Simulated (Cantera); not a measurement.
Input (Python, Cantera):

```python
import numpy as np
import cantera as ct

gas = ct.Solution("gri30.yaml")


def delay(T, t_max=10):
    gas.TPX = T, 240000, {'CO': 1, 'H2': 0.4, 'CH4': 0.21, 'O2': 2.55, 'N2': 9.57, 'H2O': 0.38}
    reactor = ct.IdealGasReactor(gas, clone=False)
    net = ct.ReactorNet([reactor])
    net.rtol, net.atol = 1e-8, 1e-16
    while net.time < t_max:
        t_old, T_old = net.time, reactor.T
        net.step()
        if reactor.T > T + 400:  # ignition: a rise of 400 K
            return t_old + (T + 400 - T_old) / (reactor.T - T_old) * (net.time - t_old)
    return np.nan


taus = []
for T in [850, 950, 1050, 1150, 1250, 1350, 1450, 1550, 1650]:
    taus.append(delay(T))
    print(f"T0 = {T:6g} K   tau = {taus[-1]:.4e} s")
```

Result:

```
T0 =    850 K   tau = 1.0749e+00 s
T0 =    950 K   tau = 3.5204e-02 s
T0 =   1050 K   tau = 1.6674e-03 s
T0 =   1150 K   tau = 2.6788e-04 s
T0 =   1250 K   tau = 8.7917e-05 s
T0 =   1350 K   tau = 4.3576e-05 s
T0 =   1450 K   tau = 2.7316e-05 s
T0 =   1550 K   tau = 1.9721e-05 s
T0 =   1650 K   tau = 1.5582e-05 s
```

Model: GRI-Mech 3.0 (53 species, 325 reactions), integrated in Cantera. Below about 1000 K GRI-Mech 3.0 lacks low-temperature oxidation paths. Below about 950 K walls govern HO2 and H2O2 in real vessels.
